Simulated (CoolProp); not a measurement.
Nitrogen along the isotherm -34.75 °C: density (kg/m³) from the reference equation and from simpler models built on Tc = -147.0 °C, pc = 3396 kPa, ω = 0.037; each cubic takes its own stable root.

The numbers come from the reference Helmholtz-energy equation of state, Span 2000 in CoolProp.

```
p (kPa)          phase  reference
-------  -------------  ---------
3770     supercritical      55.11
7550     supercritical      112.8
11300    supercritical      169.7
15100    supercritical      224.2
18900    supercritical      273.2
22600    supercritical      315.2
26400    supercritical      352.6
30200    supercritical      385.1
34000    supercritical      413.4
```

Task: How far does each simpler model (ideal gas, Redlich-Kwong) lie from the reference over these 9 states: mean and median of the absolute difference, and the worst?

Result: 
- ideal gas: mean 6.2 %, median 5.4 %, worst +16.2 % at -34.75 °C and 34000 kPa
- Redlich-Kwong: mean 1.6 %, median 1.6 %, worst +2.6 % at -34.75 °C and 34000 kPa
